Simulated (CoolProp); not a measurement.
C3F8 (R218) along the isobar 1.91 MPa: Z from the reference equation and from simpler models built on Tc = 71.9 °C, pc = 2.640 MPa, ω = 0.317; each cubic takes its own stable root.

Computed with CoolProp (reference Helmholtz-energy equation of state, Lemmon 2006). It is a short technical equation, of lower accuracy than the large ones.

```tsv
T (°C)	phase	reference
40.85	liquid	0.1112
47.25	liquid	0.1138
53.65	liquid	0.1181
60.05	gas	0.5917
66.45	gas	0.6457
72.85	gas	0.6852
79.25	gas	0.7166
85.65	gas	0.7426
92.05	gas	0.7647
98.35	gas	0.7836
```

**Question.** How far does each simpler model (van der Waals, Soave-Redlich-Kwong, Peng-Robinson) lie from the reference over these 10 states: mean and median of the absolute difference, and the worst?

**Answer.** 
- van der Waals: mean 98.2 %, median 7.1 %, worst +448.4 % at 53.65 °C and 1.91 MPa
- Soave-Redlich-Kwong: mean 5.4 %, median 1.6 %, worst +18.0 % at 53.65 °C and 1.91 MPa
- Peng-Robinson: mean 2.2 %, median 2.4 %, worst +4.7 % at 53.65 °C and 1.91 MPa

At some of these states van der Waals gives the other phase, because its saturation line lies elsewhere.
